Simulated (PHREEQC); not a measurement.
## Acid rinse or clean: an equilibrium model

Make-up at 45 °C: 49 mmol/kgw HNO3 and 0.048 mmol/kgw CaCl2. Closed to the air; pH follows from the charge balance.

All values are PHREEQC results (ion-association model, phreeqc.dat), not measurements.

Precipitation was switched off in this run.

Question: What pH, specific conductance does the model give?

Answer: pH 1.38; specific conductance 26700 µS/cm.

At this temperature some constants are extrapolated from 25 °C, and those without enthalpy data are left unchanged.
